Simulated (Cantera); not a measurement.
What does this Cantera script print?

```python
import numpy as np
import cantera as ct

gas_names = """
    N NO NO2 NO3 N2 N2O O O2 O3 Si SiN SiO SiO2 Si2 Si2N Si3
""".split()
cond_names = """
    Si(cr) Si(L) SiO2(Lqz) SiO2(hqz) SiO2(L) Si2N2O(s) Si3N4(a)
""".split()


# ... load() reads the species with a 1 bar reference pressure and builds the phases ...
atoms = {
    'Si3N4': {'Si': 3, 'N': 4},
    'N2O': {'N': 2, 'O': 1},
    'N2': {'N': 2},
}
top_T = {'Si2N2O(s)': 2100, 'Si3N4(a)': 2400}  # K; cautious upper limits of use, not melting points


# ... equilibrate(T, P, feed) seeds the gas with the atoms and calls Mixture.equilibrate('TP', solver="vcs", rtol=1e-11, max_steps=5000) ...
results = []
feed = {'Si3N4': 1, 'N2O': 2.3, 'N2': 41}  # mol
T = 1248.15  # K
P = 4700  # Pa
mix = equilibrate(T, P, feed)
results.append((T, P, feed, dict(zip(mix.species_names, mix.species_moles))))
print(gas.report(threshold=0.001))
for i in range(1, mix.n_phases):
    print(f"{mix.phase(i).name:16s} {mix.phase_moles(i):12.5e} mol")
```

Result:

```
       temperature   1248.2 K
          pressure   4700 Pa
           density   0.012687 kg/m^3
  mean mol. weight   28.014 kg/kmol
   phase of matter   gas

                          1 kg             1 kmol
                     ---------------   ---------------
          enthalpy        1.0611e+06        2.9724e+07  J
   internal energy         6.906e+05        1.9347e+07  J
           entropy            9315.7        2.6097e+05  J/K
    Gibbs function       -1.0566e+07       -2.9601e+08  J
 heat capacity c_p            1208.1             33842  J/K
 heat capacity c_v            911.26             25528  J/K

                      mass frac. Y      mole frac. X     chem. pot. / RT
                     ---------------   ---------------   ---------------
                N2                 1                 1           -28.523
     [  +15 minor]        5.9526e-08        3.7827e-08

Si(cr)            0.00000e+00 mol
SiO2(hqz)         5.33333e-01 mol
Si2N2O(s)         1.23333e+00 mol
Si3N4(a)          0.00000e+00 mol
```

Cantera equilibrium calculation (NASA polynomials, part measured and part estimated; ideal gas, pure solids and liquids). Mutual solubility and eutectic melting of coexisting phases are not modelled. The tables hold silica as quartz up to 1696 K and as liquid above; real silica turns to tridymite and cristobalite and melts near 1996 K.
